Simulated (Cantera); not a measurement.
A closed system holds: 1 mol SiH2Cl2, 9.5 mol N2O, held at 0.100 bar.

Method: chemical equilibrium by Gibbs-energy minimisation in Cantera with the NASA 1993 tables (ideal gas, pure condensed phases). Candidate condensed phases: H2O, NH4Cl, Si, SiO2, Si2N2O, Si3N4; 47 gas species. The tables hold silica as quartz up to 1696 K and as liquid above; real silica turns to tridymite and cristobalite and melts near 1996 K. Equilibrium is a limit: real reactors are often held back by kinetics, nucleation or transport. All values below are at 1627 °C.

Base state: N2 0.614, O2 0.230, HCl 0.0883, Cl 0.0401, H2O 0.0202, NO 0.00530, OH 0.00100, Cl2 0.000660 (mole fractions); condensed: SiO2(condensed).

Problem. What changes in the equilibrium state with this change: SiH2Cl2 replaced by SiF4?

Solution. 
```json
[
 {"species": "N2", "before": "0.614", "after": "0.620"},
 {"species": "O2", "before": "0.230", "after": "0.308"},
 {"species": "SiF4", "before": "0", "after": "0.0655"},
 {"species": "HCl", "before": "0.0883", "after": "0"},
 {"species": "Cl", "before": "0.0401", "after": "0"},
 {"species": "H2O", "before": "0.0202", "after": "0"},
 {"species": "OH", "before": "0.00100", "after": "0"},
 {"species": "Cl2", "before": "0.000660", "after": "0"},
 {"species": "ClO", "before": "9.93e-5", "after": "0"},
 {"species": "F", "before": "0", "after": "7.33e-5"},
 {"species": "SiO2(condensed), mol", "before": "1.000", "after": "0.000117"}
]
```
The tables' values for SiF3 are old estimates; treat these amounts as uncertain.
